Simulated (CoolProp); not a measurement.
Vapour-liquid equilibrium of propane (1) + neopentane (2) at 0.5 MPa; x and y are mole fractions of (1).

Model: multi-fluid Helmholtz-energy mixture model, Lemmon 2009 and Lemmon 2006; pair parameters Bell 2016, in CoolProp.

```json
[
 {"x": "0.05", "bubble temperature, mixture model (°C)": "60.0", "bubble temperature, Raoult's law (°C)": "56.6", "y, mixture model": "(withheld)", "y, Raoult's law": "0.197"},
 {"x": "0.15", "bubble temperature, mixture model (°C)": "53.7", "bubble temperature, Raoult's law (°C)": "45.5", "y, mixture model": "(withheld)", "y, Raoult's law": "0.465"},
 {"x": "0.25", "bubble temperature, mixture model (°C)": "47.5", "bubble temperature, Raoult's law (°C)": "36.6", "y, mixture model": "(withheld)", "y, Raoult's law": "0.633"},
 {"x": "0.35", "bubble temperature, mixture model (°C)": "41.2", "bubble temperature, Raoult's law (°C)": "29.4", "y, mixture model": "0.618", "y, Raoult's law": "0.744"},
 {"x": "0.45", "bubble temperature, mixture model (°C)": "34.6", "bubble temperature, Raoult's law (°C)": "23.3", "y, mixture model": "0.739", "y, Raoult's law": "0.821"},
 {"x": "0.55", "bubble temperature, mixture model (°C)": "27.7", "bubble temperature, Raoult's law (°C)": "18.2", "y, mixture model": "(withheld)", "y, Raoult's law": "0.877"},
 {"x": "0.65", "bubble temperature, mixture model (°C)": "20.8", "bubble temperature, Raoult's law (°C)": "13.7", "y, mixture model": "0.905", "y, Raoult's law": "0.918"},
 {"x": "0.75", "bubble temperature, mixture model (°C)": "(withheld)", "bubble temperature, Raoult's law (°C)": "9.8", "y, mixture model": "0.952", "y, Raoult's law": "0.949"},
 {"x": "0.85", "bubble temperature, mixture model (°C)": "8.5", "bubble temperature, Raoult's law (°C)": "6.3", "y, mixture model": "0.981", "y, Raoult's law": "0.973"},
 {"x": "0.95", "bubble temperature, mixture model (°C)": "3.7", "bubble temperature, Raoult's law (°C)": "3.2", "y, mixture model": "0.996", "y, Raoult's law": "0.992"}
]
```

### Question
What belongs in the gaps?

### Answer

- 0.05, y, mixture model: 0.114
- 0.15, y, mixture model: 0.310
- 0.25, y, mixture model: 0.476
- 0.55, y, mixture model: 0.835
- 0.75, bubble temperature, mixture model (°C): 14.3

The largest gap from Raoult's law is +11.8 K in bubble temperature, at x = 0.35. No azeotrope shows between x = 0.05 and 0.95.

Pair parameters are fitted to limited data, so mixtures are less certain than the pure fluids.
